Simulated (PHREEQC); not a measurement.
PHREEQC input (ion-association model, phreeqc.dat):

```
SOLUTION 1
  temp 25
  units mol/kgw
  pH 7 charge
END
SELECTED_OUTPUT 1
  -reset false
  -pH true
  -pe true
  -ionic_strength true
  -water true
  -totals C Fe K Li S C(-4) C(4) Fe(2) Fe(3) S(-2)
    S(6)
  -molalities H+ K+ Fe+2 CO3-2 SO4-2 Li+ OH- O2 HCO3- CO2
    (CO2)2 HSO4- S-2 HS- H2S KSO4- FeOH+ Fe(OH)3- FeCO3 FeHCO3+
    FeSO4 FeHSO4+ Fe(HS)2 Fe(HS)3- Fe+3 FeOH+2 Fe(OH)2+ Fe(OH)3 Fe(OH)4- Fe(OH)2
    Fe2(OH)2+4 Fe3(OH)4+5 FeSO4+ FeHSO4+2 Fe(SO4)2- LiSO4-
  -equilibrium_phases Jarosite-K Fe(OH)3(a)
PRINT
  -reset false
USE solution 1
REACTION 1
  Li2CO3 1
  0 0.00417 0.00833 0.0125 0.0167 0.0208 0.025 0.0292 0.0333 0.0375 0.0417 0.0458 0.05 moles
EQUILIBRIUM_PHASES 1
  Jarosite-K 0 0.2
  Fe(OH)3(a) 0 0
  O2(g) -0.68 10
END
```

Selected output (columns that matter, 13 of 13 rows; Li2CO3 added (mol) added in front):

```
Li2CO3 added (mol)	pH	mu	C	Fe	K	Li	S	m_H+	m_K+	m_SO4-2	m_Li+	m_OH-	Jarosite-K	Fe(OH)3(a)
0	3.8916	0.0003531	0	3.1241e-05	5.7802e-05	0	0.0001156	0.00013105	5.776e-05	0.00011403	0	8.0588e-11	0.19994	0.00014217
0.00417	5.4072	0.015881	0.0041703	7.6955e-07	0.002624	0.0083406	0.0052479	4.3618e-06	0.0025684	0.005079	0.0082286	2.9403e-09	0.19738	0.0078706
0.00833	5.6336	0.030739	0.0083313	4.793e-07	0.0050451	0.016663	0.01009	2.6625e-06	0.0048751	0.0095586	0.016302	5.1639e-09	0.19496	0.015133
0.0125	5.7576	0.045046	0.012503	3.7317e-07	0.0073554	0.025006	0.014711	2.0365e-06	0.007039	0.013696	0.024308	7.0707e-09	0.19265	0.022061
0.0167	5.8422	0.059027	0.016705	3.1596e-07	0.0095986	0.03341	0.019197	1.6981e-06	0.0091132	0.017606	0.032306	8.7839e-09	0.1904	0.028787
0.0208	5.904	0.072355	0.020808	2.8035e-07	0.011726	0.041616	0.023453	1.4872e-06	0.011061	0.021231	0.040061	1.0313e-08	0.18828	0.035166
0.025	5.9545	0.08574	0.025011	2.5469e-07	0.013855	0.050023	0.027711	1.3352e-06	0.012993	0.024784	0.04796	1.1767e-08	0.18615	0.041547
0.0292	5.9962	0.098897	0.029215	2.3553e-07	0.015942	0.058431	0.031883	1.2216e-06	0.014873	0.028202	0.05582	1.313e-08	0.18407	0.047799
0.0333	6.0308	0.11155	0.03332	2.2088e-07	0.017943	0.06664	0.035887	1.1348e-06	0.016664	0.031425	0.063459	1.4388e-08	0.18207	0.053798
0.0375	6.0616	0.12434	0.037525	2.0873e-07	0.019963	0.075051	0.039926	1.0629e-06	0.018462	0.034627	0.071253	1.5615e-08	0.18005	0.059849
0.0417	6.0887	0.13699	0.041731	1.9866e-07	0.021956	0.083463	0.043911	1.0034e-06	0.020226	0.037738	0.07902	1.6787e-08	0.17806	0.065817
0.0458	6.1124	0.1492	0.045838	1.9034e-07	0.023877	0.091676	0.047755	9.5417e-07	0.02192	0.040696	0.086576	1.7886e-08	0.17614	0.071573
0.05	6.1342	0.16158	0.050045	1.83e-07	0.025824	0.10009	0.051649	9.1082e-07	0.023628	0.043654	0.094293	1.8971e-08	0.1742	0.077403
```
